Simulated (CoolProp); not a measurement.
Vapour-liquid equilibrium of n-hexane (1) + m-xylene (2) at 319.9 K; x and y are mole fractions of (1).

Values from CoolProp's multi-fluid Helmholtz-energy mixture model, Thol 2019 and Zhou 2012; pair parameters Bell 2016.

```csv
x,"bubble pressure, mixture model (kPa)","bubble pressure, Raoult's law (kPa)","y, mixture model","y, Raoult's law"
0.05,5.996,5.781,(withheld),0.416
0.125,10.10,9.118,0.692,0.659
0.2,14.47,12.46,0.804,0.772
0.275,18.85,15.79,0.864,0.837
0.35,(withheld),19.13,0.899,0.879
0.425,26.82,22.47,0.922,0.909
0.5,30.23,25.81,0.939,0.931
0.575,33.25,29.14,0.950,0.948
0.65,35.95,32.48,0.960,0.962
0.725,38.44,35.82,0.968,0.973
0.8,(withheld),39.16,0.976,0.982
0.875,43.35,42.49,0.984,0.990
0.95,46.05,45.83,0.993,0.996
```

Some entries are withheld; supply them.


- 0.05, y, mixture model: 0.436
- 0.35, bubble pressure, mixture model (kPa): 23.01
- 0.8, bubble pressure, mixture model (kPa): 40.86

The largest gap from Raoult's law is +20.3 % in bubble pressure, at x = 0.35. No azeotrope shows between x = 0.05 and 0.95.

Pair parameters are fitted to limited data, so mixtures are less certain than the pure fluids.
